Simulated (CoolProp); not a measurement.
CF4 (R14) at 320.77 K and 3.92 MPa is compressed adiabatically to 14 MPa with isentropic efficiency 0.7. Each further row changes one setting.

The numbers come from the reference Helmholtz-energy equation of state, Platzer 1990 in CoolProp. This equation is an older, rougher fit; its heat capacities, sound speeds and derivatives of the liquid may be far off and weren't checked against measurements.

```csv
case,work (kJ/kg),final temperature (K),final density (kg/m³)
as stated,54.7,407.2,382
efficiency 1,38.3,390.2,408
efficiency 0.65,58.9,411.5,376
```
